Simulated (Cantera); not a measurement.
An adiabatic, constant-pressure homogeneous reactor starts with 1.64 % CH4, 0.0740 % C2H6, 1.97 % C3H8, 14.6 % O2, 81.7 % N2, equivalence ratio 0.92, at 1450 K and 7500 Torr.

Cantera simulation using GRI-Mech 3.0 (53 species, 325 reactions); the numbers are that mechanism's predictions, not measurements. GRI-Mech 3.0 was tuned for natural gas; its chemistry of propane as a main component is partial and can be far from experiment.

### Question
Predict: time of steepest temperature rise; temperature at 7.00 s; equilibrium temperature; x(HCO) at 7.00 s; x(NO) at 7.00 s; x(O2) at 7.00 s.

### Answer
```
Quantity                                                            Result
---------------------------------  ---------------------------------------
time of steepest temperature rise                                  53.9 µs
temperature at 7.00 s                                               2641 K
equilibrium temperature                                             2641 K
x(HCO) at 7.00 s                   1.21e-8 (gas-phase equilibrium 1.21e-8)
x(NO) at 7.00 s                    0.00745 (gas-phase equilibrium 0.00745)
x(O2) at 7.00 s                      0.0137 (gas-phase equilibrium 0.0137)
```
